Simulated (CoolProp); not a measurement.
Properties of CH3F (R41) along the isotherm 354.3 K (Tc = 317.3 K, pc = 5906 kPa, ω = 0.200).

Values from CoolProp's reference Helmholtz-energy equation of state, Lemmon 2006. It is a short technical equation, of lower accuracy than the large ones.

```csv
p (kPa),phase,cp (kJ/(kg K)),speed of sound (m/s),fugacity coefficient
3940,gas,1.702,293.1,0.8281
7870,supercritical,3.229,258.7,0.6755
11800,supercritical,4.652,284.5,0.5447
15700,supercritical,3.293,381.5,0.4567
19700,supercritical,2.788,460.4,0.4000
23600,supercritical,2.552,521.1,0.3633
27600,supercritical,2.408,573.1,0.3372
31500,supercritical,2.314,617.2,0.3190
35400,supercritical,2.245,656.5,0.3057
39400,supercritical,2.191,693.1,0.2958
43300,supercritical,2.149,725.9,0.2889
47200,supercritical,2.115,756.4,0.2840
51200,supercritical,2.086,785.7,0.2807
55100,supercritical,2.062,812.6,0.2788
59100,supercritical,2.040,838.7,0.2781
```

The peak of cp marks the crossing from liquid-like to gas-like fluid above the critical point.
